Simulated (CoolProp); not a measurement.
The numbers come from the reference Helmholtz-energy equation of state, Thol 2012 in CoolProp.

### Question
Give the vapour pressure (bar), vapour density (kg/m³), surface tension (mN/m), liquid viscosity (µPa s) of saturated benzene at 143.05 °C.

### Answer
| T (°C) | p (bar) | vapour density (kg/m³) | surface tension (mN/m) | liquid viscosity (µPa s) |
|---|---|---|---|---|
| 143.05 | 5.04 | 12.7 | 13.5 | 184 |

Viscosity comes from a separate model (Avgeri 2014). Surface tension comes from a separate correlation (Mulero 2012).
